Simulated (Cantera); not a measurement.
Feed: 1 mol SiCl₄, 0.86 mol HCl, 0.58 mol H₂, at 1002 °C and 503 Torr.

These are equilibrium values from Cantera (NASA tables, ideal gas, pure condensed phases), not measurements of a reactor. Candidate condensed phases: Si; 19 gas species. The tables' values for SiCl₃ are old estimates; treat these amounts as uncertain. The numbers say what is thermodynamically allowed, not how fast it happens.

Base state: SiCl₄ 0.391, HCl 0.369, H₂ 0.223, SiHCl₃ 0.00954, SiCl₃ 0.00679, SiCl₂ 0.000767, SiH₂Cl₂ 3.23e-5 (mole fractions); condensed: gas only.

Problem. What changes in the equilibrium state with this change: temperature from 1002 °C to 552 °C?

Solution. 
| species | before | after |
|---|---|---|
| SiCl₄ | 0.391 | 0.409 |
| HCl | 0.369 | 0.353 |
| H₂ | 0.223 | 0.237 |
| SiCl₂ | 0.000767 | <1e-9 |
| SiCl₃ | 0.00679 | 9.65e-7 |
| SiH₂Cl₂ | 3.23e-5 | 2.39e-8 |
| SiHCl₃ | 0.00954 | 0.000341 |

Problem. What changes in the equilibrium state with this change: SiCl₄ replaced by Si?

Solution. 
```tsv
species	before	after
H₂	0.223	0.749
SiCl₄	0.391	0.100
HCl	0.369	0.0714
SiCl₂	0.000767	0.0176
SiHCl₃	0.00954	0.0424
SiCl₃	0.00679	0.0165
SiH₃Cl	3.05e-8	4.09e-5
SiH₂Cl₂	3.23e-5	0.00249
Si(s), mol	0	0.776
```
